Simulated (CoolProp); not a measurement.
The numbers come from the reference Helmholtz-energy equation of state, Schroeder 2014 in CoolProp.

For ethanol, give the phase and the Joule-Thomson coefficient (K/MPa), expansivity (1/kK), conductivity (mW/(m K)) at 620 K and 1.72 MPa.


- 620 K and 1.72 MPa: gas; Joule-Thomson coefficient 4.35, expansivity 1.89, conductivity 56.4

Thermal conductivity comes from a separate model (Assael 2013).
